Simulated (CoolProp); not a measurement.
Toluene at 293.15 K and 0.105 MPa flows at 2.3 m/s in a round tube of 25 mm bore and 15 µm roughness, fully developed (64/Re and Nu = 3.66 if laminar; Colebrook and Gnielinski if turbulent). Each further row changes one setting.

Computed with CoolProp (reference Helmholtz-energy equation of state, Lemmon 2006). It is a short technical equation, of lower accuracy than the large ones.

| case | Reynolds number | Darcy friction factor | pressure drop (Pa/m) | heat-transfer coefficient (W/(m² K)) | mass flow (kg/h) |
|---|---|---|---|---|---|
| as stated | 84900 | 0.0212 | 1940 | 3080 | 3520 |
| velocity 4.6 m/s | 170000 | 0.0196 | 7190 | 5880 | 7050 |
| diameter 50 mm | 170000 | 0.0181 | 829 | 2780 | 14100 |

Viscosity comes from a separate model (Avgeri 2015). Thermal conductivity comes from a separate model (Assael 2012).
